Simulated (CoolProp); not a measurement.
Chlorine along the isotherm -51.15 °C: density (kg/m³) from the reference equation and from simpler models built on Tc = 143.7 °C, pc = 76.42 bar, ω = 0.070; each cubic takes its own stable root.

The numbers come from the reference Helmholtz-energy equation of state, Thol 2021 in CoolProp.

| p (bar) | phase | reference | van der Waals | Redlich-Kwong | Soave-Redlich-Kwong |
|---|---|---|---|---|---|
| 0.632 | liquid | 1611 | 2.453 | 1490 | 1483 |
| 0.985 | liquid | 1611 | 3.847 | 1490 | 1483 |
| 1.53 | liquid | 1611 | 6.033 | 1491 | 1484 |
| 2.39 | liquid | 1611 | 9.571 | 1491 | 1484 |
| 3.72 | liquid | 1611 | 1006 | 1491 | 1484 |
| 5.79 | liquid | 1611 | 1007 | 1491 | 1484 |
| 9.01 | liquid | 1612 | 1007 | 1492 | 1485 |
| 14 | liquid | 1613 | 1009 | 1492 | 1486 |
| 21.9 | liquid | 1614 | 1010 | 1494 | 1487 |
| 34 | liquid | 1615 | 1013 | 1496 | 1489 |
| 53 | liquid | 1618 | 1017 | 1498 | 1492 |
| 82.5 | liquid | 1622 | 1023 | 1503 | 1496 |
| 128 | liquid | 1628 | 1031 | 1509 | 1503 |
| 200 | liquid | 1638 | 1043 | 1518 | 1513 |

At some of these states van der Waals gives the other phase, because its saturation line lies elsewhere.
